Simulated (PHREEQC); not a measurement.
Make-up at 5 °C: 0.0057 mol/kgw H3BO3 and 0.18 mol/kgw Na2SO4. Closed to the air; pH follows from the charge balance.

Model: ion-association model, phreeqc.dat, run in PHREEQC.

Each row changes one thing in this solution. No solid was allowed to form.

```
case                                             pH  ionic strength (mol/kgw)  H2BO3- (mol/kgw)
---------------------------------------------  ----  ------------------------  ----------------
as made                                        6.04                     0.453           3.64e-6
diluted 5-fold with water                       ___                       ___           1.13e-6
H3BO3 replaced by NH4BF4 at the same molality  3.16                     0.457          9.20e-10
temperature from 5 to 60 °C                    6.01                     0.440           9.18e-6
H3BO3 from 0.0057 to 0.00114 mol/kgw           6.39                     0.453           1.62e-6
Na2SO4 left out                                5.83                   1.49e-6           1.49e-6
```

Problem. Complete the blanks.

Solution. 
- diluted 5-fold with water, pH: 6.29
- diluted 5-fold with water, ionic strength (mol/kgw): 0.101

Species that the database lacks are ignored. Constants without temperature data keep their 25 °C values here. Real BF4- forms and hydrolyses slowly; the run takes it at equilibrium.
